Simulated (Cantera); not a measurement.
Input: 1 mol FeS2, 1400 mol H2, 9.5 mol N2, equilibrated at 1425 K and 0.190 bar.

Equilibrium computed with Cantera from the NASA thermochemical tables; the gas is ideal and each condensed phase is pure. Candidate condensed phases: Fe, FeS, FeS2, S; 16 gas species. Rates play no part.

What is the equilibrium state?


- x(H2): 0.992
- x(N2): 0.00674
- x(H2S): 0.00141
- x(H): 1.56e-5
- x(SH): 7.23e-6
- x(NH3): 1.21e-6
- n(Fe(γ)): 1.000 mol
- gas amount: 1410 mol
- log10 activity of S(l) (absent): -4.70
